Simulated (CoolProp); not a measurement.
Dodecamethylpentasiloxane (MD3M) along the isobar 22.3 bar: fugacity coefficient from the reference equation and from simpler models built on Tc = 354.9 °C, pc = 9.540 bar, ω = 0.730; each cubic takes its own stable root.

The numbers come from the reference Helmholtz-energy equation of state, Thol 2019 in CoolProp.

| T (°C) | phase | reference | van der Waals | Redlich-Kwong | Peng-Robinson |
|---|---|---|---|---|---|
| 247.75 | liquid | 0.07874 | 0.2335 | 0.1546 | 0.08045 |
| 254.85 | liquid | 0.08973 | 0.2443 | 0.1666 | 0.09165 |
| 261.85 | liquid | 0.1015 | 0.2550 | 0.1789 | 0.1037 |
| 268.95 | liquid | 0.1144 | 0.2661 | ? | 0.1168 |
| 276.05 | liquid | 0.1283 | 0.2772 | 0.2049 | 0.1310 |
| 283.15 | liquid | 0.1431 | 0.2885 | 0.2185 | 0.1462 |
| 290.25 | liquid | 0.1589 | 0.2998 | 0.2323 | 0.1624 |
| 297.25 | liquid | 0.1754 | 0.3111 | 0.2463 | 0.1792 |
| 304.35 | liquid | 0.1930 | 0.3226 | 0.2607 | 0.1973 |
| 311.45 | liquid | 0.2115 | ? | 0.2753 | 0.2162 |
| 318.55 | liquid | 0.2308 | 0.3458 | 0.2902 | 0.2359 |
| 325.65 | liquid | 0.2509 | 0.3575 | 0.3052 | 0.2564 |
| 332.65 | liquid | 0.2714 | ? | 0.3201 | 0.2772 |
| 339.75 | liquid | 0.2928 | 0.3807 | 0.3354 | 0.2989 |
| 346.85 | liquid | 0.3148 | 0.3925 | 0.3507 | 0.3211 |

Task: What belongs in the gaps?

Result: 
- 268.95, Redlich-Kwong: 0.1917
- 311.45, van der Waals: 0.3342
- 332.65, van der Waals: 0.3690
